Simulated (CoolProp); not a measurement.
A single-stage vapour-compression cycle with ethylene: evaporating at 198.15 K (dew point), condensing at 245.15 K (bubble point), superheat 10 K, subcooling 8 K, compressor efficiency 0.7, no pressure losses. Each further row changes one setting.

Computed with CoolProp (reference Helmholtz-energy equation of state, Smukala 2000).

```tsv
case	cooling COP	pressure ratio	discharge temperature (K)	refrigerating effect (kJ/kg)	volumetric capacity (kJ/m³)
as stated	___	4.85	324.4	345	2560
evaporating temperature 203.15 K	___	3.96	___	349	3130
condensing temperature 240.15 K	2.64	4.22	___	360	2660
subcooling 13 K	2.37	4.85	324.4	360	2660
superheat 20 K	2.24	4.85	337.1	360	2510
compressor efficiency 0.6	1.95	4.85	___	345	2560
```

Complete the blanks.


- as stated, cooling COP: 2.28
- evaporating temperature 203.15 K, cooling COP: 2.68
- evaporating temperature 203.15 K, discharge temperature (K): 314.7
- condensing temperature 240.15 K, discharge temperature (K): 313.5
- compressor efficiency 0.6, discharge temperature (K): 338.2
